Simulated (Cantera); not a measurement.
Input: 1 mol SiHCl3, 0.34 mol C3H8, 6.8 mol H2, held at 133 Pa.

Cantera equilibrium calculation (NASA polynomials, part measured and part estimated; ideal gas, pure solids and liquids). Candidate condensed phases: C, C6H6, C7H8, C8H18, Si, SiC; 109 gas species. Gases not in the tables: Si2H6 and higher silanes. Equilibrium is a limit: real reactors are often held back by kinetics, nucleation or transport.

### Question
What share of the Si ends up in condensed phases as a function of T (K), at 1200, 1300, 1400, 1500, 1600, 1700, 1800, 1900, 2000, 2100, 2200?

### Answer
```csv
T (K),Si condensed (%),as
1200,98.7,SiC(s)
1300,98.8,SiC(s)
1400,98.1,SiC(s)
1500,97.1,SiC(s)
1600,95.7,SiC(s)
1700,93.9,SiC(s)
1800,91.7,SiC(s)
1900,88.9,SiC(s)
2000,84.5,SiC(s)
2100,73.8,SiC(s)
2200,38.2,SiC(s)
```
